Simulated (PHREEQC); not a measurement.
Consider water at 28 °C with 150 mmol/kgw ZnCl2. Closed to the air; pH follows from the charge balance.

The numbers come from PHREEQC with the ion-association model, phreeqc.dat.

No solid was allowed to form.

Q: Order these Zn species by the share of Zn that they hold, largest first: ZnCl3-, ZnCl2, ZnCl+, ZnCl4-2, Zn+2.

A: Zn+2 (82 %), ZnCl+ (16 %), ZnCl2 (1.8 %), ZnCl3- (0.60 %), ZnCl4-2 (0.16 %)

Q: Order these Cl species by the share of Cl that they hold, largest first: ZnCl3-, ZnCl4-2, ZnCl2, ZnCl+, Cl-.

A: Cl- (89 %), ZnCl+ (7.8 %), ZnCl2 (1.8 %), ZnCl3- (0.90 %), ZnCl4-2 (0.31 %)

The pH is 4.90 and the ionic strength 0.392 mol/kgw.
